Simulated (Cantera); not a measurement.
An isothermal, constant-pressure homogeneous reactor starts with 20.0 % CH4, 80.0 % H2O, at 1973 K and 0.168 atm.

Detailed kinetics in Cantera: GRI-Mech 3.0 (53 species, 325 reactions).

x: mole fraction; the columns are a selection and need not sum to one.

| t (s) | x CH4 | x H2O | x CO | x CH3 | x O2 | x C2H6 |
|---|---|---|---|---|---|---|
| 2.00e-5 | 0.198 | 0.799 | 8.75e-8 | 0.00209 | 5.82e-11 | 7.36e-6 |
| 5.73e-5 | 0.192 | 0.797 | 9.83e-6 | 0.00566 | [?] | 8.08e-5 |
| 0.000164 | 0.161 | 0.781 | 0.000672 | 0.0110 | [?] | 0.000345 |
| 0.000470 | 0.0835 | 0.718 | 0.00547 | 0.00740 | [?] | 0.000150 |
| 0.00135 | 0.0314 | 0.658 | 0.0156 | 0.00316 | 5.48e-7 | 2.54e-5 |
| 0.00385 | 0.0122 | 0.593 | 0.0350 | 0.00140 | 5.30e-7 | 4.57e-6 |
| 0.0110 | 0.00811 | 0.508 | 0.0675 | 0.000838 | [?] | 1.63e-6 |
| 0.0316 | 0.00389 | 0.433 | 0.104 | 0.000359 | [?] | 3.02e-7 |
| 0.0906 | 0.000269 | 0.405 | 0.118 | 2.39e-5 | [?] | 1.34e-9 |
| 0.259 | 4.82e-10 | 0.404 | 0.119 | 4.66e-11 | 2.63e-7 | <1e-12 |
| 0.743 | 3.81e-11 | 0.404 | 0.119 | 3.70e-12 | 2.64e-7 | <1e-12 |
| 2.13 | 3.81e-11 | 0.404 | 0.119 | 3.70e-12 | 2.64e-7 | <1e-12 |
| 6.10 | 3.81e-11 | 0.404 | 0.119 | 3.70e-12 | 2.64e-7 | <1e-12 |
| 17.5 | 3.81e-11 | 0.404 | 0.119 | 3.70e-12 | 2.64e-7 | <1e-12 |
| 50.0 | 3.81e-11 | 0.404 | 0.119 | 3.70e-12 | 2.64e-7 | <1e-12 |

Task: What belongs in the gaps?

Result: 
- 5.73e-5, x O2: 2.61e-9
- 0.000164, x O2: 8.96e-8
- 0.000470, x O2: 4.67e-7
- 0.0110, x O2: 3.64e-7
- 0.0316, x O2: 2.54e-7
- 0.0906, x O2: 2.21e-7
